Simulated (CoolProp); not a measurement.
Saturated liquid density (kg/m³) of R1336mzz(Z): the reference equation beside estimates from Tc = 171.3 °C, pc = 2.904 MPa, ω = 0.386. Rackett uses Z = 0.29056 − 0.08775 ω.

Model: reference Helmholtz-energy equation of state, McLinden 2020, in CoolProp.

```tsv
T (°C)	reference	Rackett	Redlich-Kwong	Soave-Redlich-Kwong	Peng-Robinson
-4.55	1439	1426	1166	1224	1380
8.45	1407	1394	1137	1199	1353
21.55	1374	1360	1107	1171	1324
34.55	1339	1326	1075	1142	1292
47.55	1304	1290	1042	1110	1257
60.65	1266	1253	1005	1075	1218
73.65	1227	1213	966.6	1037	1176
86.65	1185	1171	924.9	995.0	1129
99.75	1140	1126	879.2	947.7	1076
112.75	1090	1076	829.4	895.0	1016
125.75	1034	1021	773.8	834.6	946.1
```

Absolute difference from the reference over all 11 rows, mean and median: Rackett 1.1 and 1.1 %, Redlich-Kwong 21.2 and 20.6 %, Soave-Redlich-Kwong 15.9 and 15.1 %, Peng-Robinson 4.8 and 4.1 %.
